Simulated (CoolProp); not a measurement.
Vapour-liquid equilibrium of carbon dioxide (1) + R123 (2) at -34.05 °C; x and y are mole fractions of (1).

Values from CoolProp's multi-fluid Helmholtz-energy mixture model, Span 1996 and Younglove 1994; pair parameters Bell 2016.

```tsv
x	bubble pressure, mixture model (MPa)	bubble pressure, Raoult's law (MPa)	y, mixture model	y, Raoult's law
0.05	0.05177	0.06715	0.901	0.926
0.125	[?]	0.1600	0.959	0.971
0.2	0.1844	0.2528	0.975	0.983
0.275	0.2534	0.3457	0.983	0.989
0.35	[?]	0.4385	[?]	0.992
0.425	0.4092	0.5313	0.991	0.994
0.5	0.4987	0.6242	0.994	0.996
0.575	0.5967	0.7170	0.995	0.997
0.65	0.7028	0.8098	0.997	0.998
0.725	0.8155	0.9027	0.998	0.998
0.8	0.9325	0.9955	0.999	0.999
0.875	1.051	1.088	0.999	0.999
0.95	1.167	1.181	1.000	1.000
```

### Question
Complete the blanks.

### Answer

- 0.125, bubble pressure, mixture model (MPa): 0.1182
- 0.35, bubble pressure, mixture model (MPa): 0.3278
- 0.35, y, mixture model: 0.988

The largest gap from Raoult's law is -27.1 % in bubble pressure, at x = 0.2. No azeotrope shows between x = 0.05 and 0.95.

Pair parameters are fitted to limited data, so mixtures are less certain than the pure fluids.
